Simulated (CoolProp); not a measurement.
Model: reference Helmholtz-energy equation of state, Gao 2016, in CoolProp.

Problem. For sulfur dioxide, give the phase and the Z, cp (kJ/(kg K)), cv (kJ/(kg K)), expansivity (1/kK) at 111.75 °C and 85.1 bar; 216.85 °C and 85.1 bar.

Solution. 
- 111.75 °C and 85.1 bar: liquid; Z 0.155, cp 1.64, cv 0.798, expansivity 3.94
- 216.85 °C and 85.1 bar: supercritical; Z 0.728, cp 1.24, cv 0.697, expansivity 5.85
